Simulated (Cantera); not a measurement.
Charge: 1 mol PbO, 0.29 mol H₂, 32 mol N₂, held at 200 Pa.

These are equilibrium values from Cantera (NASA tables, ideal gas, pure condensed phases), not measurements of a reactor. Candidate condensed phases: H₂O, Pb, PbO, PbO₂, Pb₃O₄; 27 gas species. Kinetics and transport are ignored.

x: gas mole fraction; n: condensed amount in mol.

| T (K) | x N₂ | x PbO | x Pb | x H₂O | x O₂ | x NO | x OH | n PbO(l) |
|---|---|---|---|---|---|---|---|---|
| 1173 | 0.963 | 0.0193 | 0.00912 | 0.00872 | 0.000194 | 5.32e-6 | 5.01e-7 | 0.0552 |
| 1223 | 0.961 | 0.0202 | 0.00979 | 0.00871 | 0.000533 | 1.29e-5 | 1.27e-6 | 0 |
| 1273 | 0.960 | 0.0192 | (withheld) | 0.00870 | (withheld) | (withheld) | (withheld) | 0 |
| 1323 | 0.960 | 0.0178 | 0.0122 | 0.00869 | 0.00173 | 4.59e-5 | 5.73e-6 | 0 |
| 1373 | 0.959 | 0.0161 | 0.0138 | 0.00868 | 0.00254 | 7.53e-5 | 1.08e-5 | 0 |
| 1423 | 0.958 | 0.0143 | 0.0156 | 0.00867 | 0.00342 | 0.000116 | 1.92e-5 | 0 |
| 1473 | 0.957 | (withheld) | (withheld) | 0.00865 | (withheld) | (withheld) | (withheld) | 0 |
| 1523 | 0.956 | 0.0107 | 0.0192 | 0.00863 | 0.00514 | 0.000236 | 5.24e-5 | 0 |

Q: Complete the blanks.

A: 
- 1273, x Pb: 0.0108
- 1273, x O₂: 0.00104
- 1273, x NO: 2.57e-5
- 1273, x OH: 2.82e-6
- 1473, x PbO: 0.0125
- 1473, x Pb: 0.0175
- 1473, x O₂: 0.00430
- 1473, x NO: 0.000169
- 1473, x OH: 3.24e-5
